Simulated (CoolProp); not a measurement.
Aqueous methanol as a coolant, 32 % by mass, freezing at -28.1 °C, 1 atm.

The numbers come from the Melinder's fits for secondary coolants in CoolProp.

```json
[
 {"T (°C)": "-11.9", "conductivity (W/(m K))": "0.400", "cp (kJ/(kg K))": "3.721", "density (kg/m³)": "962.3", "viscosity (mPa s)": "6.20"},
 {"T (°C)": "-6.6", "conductivity (W/(m K))": "0.404", "cp (kJ/(kg K))": "3.773", "density (kg/m³)": "960.2", "viscosity (mPa s)": "4.85"},
 {"T (°C)": "-1.3", "conductivity (W/(m K))": "0.408", "cp (kJ/(kg K))": "3.820", "density (kg/m³)": "958.1", "viscosity (mPa s)": "3.87"},
 {"T (°C)": "3.9", "conductivity (W/(m K))": "0.411", "cp (kJ/(kg K))": "3.862", "density (kg/m³)": "955.8", "viscosity (mPa s)": "3.15"},
 {"T (°C)": "9.2", "conductivity (W/(m K))": "0.415", "cp (kJ/(kg K))": "3.899", "density (kg/m³)": "953.5", "viscosity (mPa s)": "2.59"},
 {"T (°C)": "14.5", "conductivity (W/(m K))": "0.419", "cp (kJ/(kg K))": "3.931", "density (kg/m³)": "951.0", "viscosity (mPa s)": "2.16"},
 {"T (°C)": "19.8", "conductivity (W/(m K))": "0.422", "cp (kJ/(kg K))": "3.957", "density (kg/m³)": "948.3", "viscosity (mPa s)": "1.82"},
 {"T (°C)": "25", "conductivity (W/(m K))": "0.426", "cp (kJ/(kg K))": "3.976", "density (kg/m³)": "945.7", "viscosity (mPa s)": "1.56"},
 {"T (°C)": "30.3", "conductivity (W/(m K))": "0.430", "cp (kJ/(kg K))": "3.988", "density (kg/m³)": "942.8", "viscosity (mPa s)": "1.34"}
]
```
